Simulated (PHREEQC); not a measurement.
**Sulfide liquor**

Consider water at 25 °C with 0.0024 mol/kgw NaHS, 0.00022 mol/kgw HCl and 0.00014 mol/kgw ZnCl2. Closed to the air; pH follows from the charge balance.

All values are PHREEQC results (ion-association model, wateq4f.dat), not measurements.

Each row changes one thing in this solution. No solid was allowed to form.

```
case                                   pH  ionic strength (mol/kgw)
-----------------------------------  ----  ------------------------
as made                              7.85                   0.00240
ZnCl2 left out                          …                   0.00240
diluted 5-fold with water            7.86                  0.000480
diluted 100-fold with water             …                   2.40e-5
HCl from 0.00022 to 0.0022 mol/kgw   4.10                   0.00248
HCl from 0.00022 to 4.4e-05 mol/kgw     …                   0.00240
NaHS left out                        3.67                  0.000640
ZnCl2 from 0.00014 to 7e-05 mol/kgw  7.88                   0.00240
```

Fill in the missing entries.


- ZnCl2 left out, pH: 7.91
- diluted 100-fold with water, pH: 7.76
- HCl from 0.00022 to 4.4e-05 mol/kgw, pH: 8.55

Some of these states are supersaturated (in ZnS(a), Sphalerite (slow to form), for instance). The polysulfide entries of wateq4f.dat were taken out for this run.
